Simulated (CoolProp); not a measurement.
Properties of R22 at several states (Tc = 96.1 °C, pc = 4990 kPa, ω = 0.221).

Model: reference Helmholtz-energy equation of state, Kamei 1995, in CoolProp.

```tsv
T (°C)	p (kPa)	phase	density (kg/m³)	cv (kJ/(kg K))	isothermal compressibility (1/MPa)	viscosity (µPa s)
98.45	22400	supercritical	1063	0.7473	0.006680	95.0
-93.25	345	liquid	1554	0.6673	0.0008508	710
160.25	104	gas	2.506	0.6983	9.655	19.8
51.85	250	gas	8.223	0.5937	4.114	15.0
46.65	8770	liquid	1154	0.7076	0.005550	116
```

Viscosity comes from a separate model (Bell 2016), an estimate that may be off by 10 % or more.
